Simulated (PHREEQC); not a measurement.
Consider water at 25 °C with 0.039 mol/kgw MnCl2. Closed to the air; pH follows from the charge balance.

Model: ion-association model, phreeqc.dat, run in PHREEQC.

```
Property               Result
--------------  -------------
pH                       6.21
ionic strength  0.109 mol/kgw
density           1.001 g/cm³
```

| species | molality | activity | log γ |
|---|---|---|---|
| Cl- | 0.0738 | 0.0561 | -0.119 |
| Mn+2 | 0.0349 | 0.0137 | -0.408 |
| MnCl+ | 0.00402 | 0.00312 | -0.109 |
| MnCl2 | 7.47e-5 | 7.66e-5 | 0.011 |
| MnCl3- | 1.52e-6 | 1.18e-6 | -0.109 |
| H+ | 7.51e-7 | 6.17e-7 | -0.085 |
| MnOH+ | 7.29e-7 | 5.67e-7 | -0.109 |
| OH- | 2.17e-8 | 1.64e-8 | -0.122 |

No solid was allowed to form. Species that the database lacks are ignored.
